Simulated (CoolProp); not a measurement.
Saturated liquid density (kg/m³) of CH3F (R41): the reference equation beside estimates from Tc = 44.1 °C, pc = 5.906 MPa, ω = 0.200. Rackett uses Z = 0.29056 − 0.08775 ω.

Model: reference Helmholtz-energy equation of state, Lemmon 2006, in CoolProp. It is a short technical equation, of lower accuracy than the large ones.

| T (°C) | reference | Rackett | van der Waals | Redlich-Kwong | Soave-Redlich-Kwong |
|---|---|---|---|---|---|
| -49.45 | 817.2 | 697.6 | 433.0 | 627.1 | 646.3 |
| -42.95 | 801.6 | 684.7 | 425.0 | 612.9 | 632.7 |
| -36.45 | 785.4 | 671.4 | 416.6 | 597.9 | 618.2 |
| -29.95 | 768.5 | 657.5 | 407.9 | 582.3 | 602.9 |
| -23.45 | 750.9 | 643.1 | 398.8 | 565.8 | 586.7 |
| -16.95 | 732.4 | 628.0 | 389.1 | 548.4 | 569.4 |
| -10.45 | 712.9 | 612.1 | 378.9 | 530.0 | 550.9 |
| -3.95 | 692.1 | 595.2 | 368.0 | 510.5 | 531.0 |
| 2.45 | 670.2 | 577.5 | 356.6 | 489.8 | 509.8 |
| 8.95 | 646.1 | 558.0 | 343.9 | 467.2 | 486.3 |
| 15.45 | 619.5 | 536.5 | 330.0 | 442.4 | 460.3 |
| 21.95 | 589.6 | 512.2 | 314.5 | 414.8 | 431.1 |
| 28.45 | 554.4 | 483.7 | 296.4 | 383.2 | 397.2 |

Absolute difference from the reference over all 13 rows, mean and median: Rackett 14.0 and 14.1 %, van der Waals 46.8 and 46.9 %, Redlich-Kwong 26.2 and 25.7 %, Soave-Redlich-Kwong 23.4 and 22.7 %.
